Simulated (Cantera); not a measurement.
Cantera run:

```python
import numpy as np
import cantera as ct

gas_names = """
    H HO2 H2 H2O H2O2 O OH O2 O3 Pb PbO Pb2
""".split()
cond_names = """
    H2O(s) H2O(L) Pb(cr) Pb(L) PbO(rd) PbO(yw) PbO(L) PbO2(s) Pb3O4(s)
""".split()


# ... load() reads the species with a 1 bar reference pressure and builds the phases ...
atoms = {
    'Pb': {'Pb': 1},
    'O2': {'O': 2},
    'H2': {'H': 2},
}
top_T = {'Pb3O4(s)': 820}  # K; cautious upper limits of use, not melting points


# ... equilibrate(T, P, feed) seeds the gas with the atoms and calls Mixture.equilibrate('TP', solver="vcs", rtol=1e-11, max_steps=5000) ...
results = []
T = 1600  # K
P = 1333.22  # Pa
for m in [4.7, 14, 22, 31, 40, 49, 57, 66, 75, 84, 93, 100, 110]:
    feed = {'Pb': 1, 'O2': 0.059, 'H2': m}  # mol
    mix = equilibrate(T, P, feed)
    results.append((T, P, feed, dict(zip(mix.species_names, mix.species_moles))))

top = {s: max(r[3][s] / sum(r[3][g] for g in gas_names) for r in results) for s in gas_names}
cols = sorted((s for s in top if top[s] > 1e-05), key=lambda s: -top[s])[:5]
seen = [c for c in cond_names if any(r[3].get(c, 0) > 1e-12 for r in results)]
print("log10 of partial pressures in bar; condensed amounts in mol")
print(f"{'n(H2)':>10s}" + "".join(f"{s[:9]:>10s}" for s in cols + seen))
for T, P, feed, n in results:
    ng = sum(n[g] for g in gas_names)
    print(f"{feed['H2']:10.4g}" + "".join(f"{np.log10(max(n[s] / ng * P / 1e5, 1e-99)):10.3f}" for s in cols)
          + "".join(f"{n.get(c, 0):10.4g}" for c in seen))
```

It prints:

```
log10 of partial pressures in bar; condensed amounts in mol
     n(H2)        H2        Pb       H2O         H
       4.7    -1.970    -2.631    -3.559    -5.250
        14    -1.909    -3.051    -3.979    -5.219
        22    -1.897    -3.237    -4.165    -5.213
        31    -1.891    -3.380    -4.308    -5.210
        40    -1.887    -3.488    -4.416    -5.208
        49    -1.885    -3.574    -4.502    -5.207
        57    -1.884    -3.639    -4.567    -5.207
        66    -1.883    -3.701    -4.629    -5.206
        75    -1.882    -3.756    -4.684    -5.206
        84    -1.881    -3.805    -4.733    -5.205
        93    -1.880    -3.848    -4.776    -5.205
       100    -1.880    -3.880    -4.808    -5.205
       110    -1.880    -3.921    -4.849    -5.205
```

These are equilibrium values from Cantera (NASA tables, ideal gas, pure condensed phases), not measurements of a reactor.
